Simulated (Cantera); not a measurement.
**Equilibrium for nitride etching: AlN + H2O + H2**

Feed: 1 mol AlN, 0.21 mol H2O, 5.5 mol H2, at 1073 K and 143 Torr.

Equilibrium computed with Cantera from the NASA thermochemical tables; the gas is ideal and each condensed phase is pure. Candidate condensed phases: Al, AlN, Al2O3, H2O; 35 gas species. Mutual solubility and eutectic melting of coexisting phases are not modelled. The numbers say what is thermodynamically allowed, not how fast it happens.

```
Quantity                              Result
--------------------------------  ----------
x(H2)                                  0.988
x(N2)                                 0.0121
x(NH3)                               7.60e-6
n(AlN(s))                          0.860 mol
n(Al2O3(s))                       0.0700 mol
gas amount                         5.780 mol
log10 activity of Al(l) (absent)       -8.57
```
